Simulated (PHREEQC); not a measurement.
0.7 g of hydrous ferric oxide (600 m²/g; 0.2 weak and 0.005 strong sites per Fe, Dzombak-Morel constants, diffuse double layer) in 1 kg of water with 0.001 mol/kgw of an inert sodium salt and 0.0035 mol NaH2PO4 and 0.001 mol Na2HAsO4, at 25 °C; the pH is set by adding NaOH or the inert anion's acid. Oxygen is held at 0.21 atm. The system is closed to CO2. Precipitation was switched off in this run.

Base run: PHREEQC, ion-association model, wateq4f.dat. Each further column changes one thing. The table gives As sorbed (%).

```json
[
 {"pH": "3", "base": "65.3", "no electrostatic term (-no_edl)": "65.0", "background salt from 0.001 to 0.0001 mol/kgw": "65.3", "oxide from 0.7 to 3.5 g/kgw": "100.0"},
 {"pH": "4.33", "base": "65.7", "no electrostatic term (-no_edl)": "65.7", "background salt from 0.001 to 0.0001 mol/kgw": "65.7", "oxide from 0.7 to 3.5 g/kgw": "100.0"},
 {"pH": "5.67", "base": "64.3", "no electrostatic term (-no_edl)": "65.7", "background salt from 0.001 to 0.0001 mol/kgw": "64.3", "oxide from 0.7 to 3.5 g/kgw": "100.0"},
 {"pH": "7", "base": "57.0", "no electrostatic term (-no_edl)": "64.4", "background salt from 0.001 to 0.0001 mol/kgw": "57.0", "oxide from 0.7 to 3.5 g/kgw": "99.5"},
 {"pH": "8.33", "base": "40.1", "no electrostatic term (-no_edl)": "93.5", "background salt from 0.001 to 0.0001 mol/kgw": "40.0", "oxide from 0.7 to 3.5 g/kgw": "92.1"},
 {"pH": "9.67", "base": "20.4", "no electrostatic term (-no_edl)": "99.7", "background salt from 0.001 to 0.0001 mol/kgw": "20.2", "oxide from 0.7 to 3.5 g/kgw": "69.6"},
 {"pH": "11", "base": "9.5", "no electrostatic term (-no_edl)": "100.0", "background salt from 0.001 to 0.0001 mol/kgw": "9.2", "oxide from 0.7 to 3.5 g/kgw": "38.8"}
]
```

H3PO4, which wateq4f.dat lacks, is added to it with the constant of phreeqc.dat. The oxide is taken as insoluble; below pH 4 it would dissolve.
